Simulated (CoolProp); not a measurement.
Saturation properties of R152A (Tc = 113.3 °C, pc = 4.517 MPa, ω = 0.275).

Model: reference Helmholtz-energy equation of state, Outcalt 1996, in CoolProp. It is a modified Benedict-Webb-Rubin equation, recast in Helmholtz form.

```tsv
T (°C)	p (MPa)	liquid viscosity (µPa s)	vapour viscosity (µPa s)	liquid conductivity (mW/(m K))
-62.85	0.01248	[?]	7.77	145
-47.15	0.03220	406	[?]	136
-31.55	0.07174	[?]	8.97	128
-15.85	[?]	264	9.57	120
-0.25	0.2616	218	10.2	113
15.45	0.4449	180	10.8	105
31.05	0.7108	150	11.5	98.4
46.75	1.085	125	12.2	91.6
62.45	1.589	104	13.1	[?]
```

Complete the blanks.


- -62.85, liquid viscosity (µPa s): 521
- -47.15, vapour viscosity (µPa s): 8.37
- -31.55, liquid viscosity (µPa s): 325
- -15.85, p (MPa): 0.1436
- 62.45, liquid conductivity (mW/(m K)): 85.0

It boils at -24.0 °C under 1 atm.

Viscosity comes from a separate model (Bell 2016), an estimate that may be off by 10 % or more. Thermal conductivity comes from a separate model (Krauss 1996).
